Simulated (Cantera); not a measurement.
A closed system holds: 1 mol Al, 0.73 mol Cl₂, 3.2 mol N₂, equilibrated at 627 °C and 1.00 Torr.

Equilibrium computed with Cantera from the NASA thermochemical tables; the gas is ideal and each condensed phase is pure. Candidate condensed phases: Al, AlCl₃, AlN; 11 gas species. Kinetics and transport are ignored.

Base state: N₂ 0.858, AlCl₃ 0.142, Al₂Cl₆ 1.26e-5 (mole fractions); condensed: AlN(s).

Question: What changes in the equilibrium state with this change: Cl₂ from 0.73 to 1.4 mol?

Answer: 
```
species       before    after
-----------  -------  -------
N₂             0.858    0.772
AlCl₃          0.142    0.228
Al₂Cl₆       1.26e-5  3.23e-5
AlN(s), mol    0.513   0.0667
```

Question: What changes in the equilibrium state with this change: temperature from 627 °C to 327 °C?

Answer: 
```csv
species,before,after
N₂,0.858,0.875
AlCl₃,0.142,0.105
Al₂Cl₆,1.26e-5,0.0201
"AlN(s), mol",0.513,0.513
```
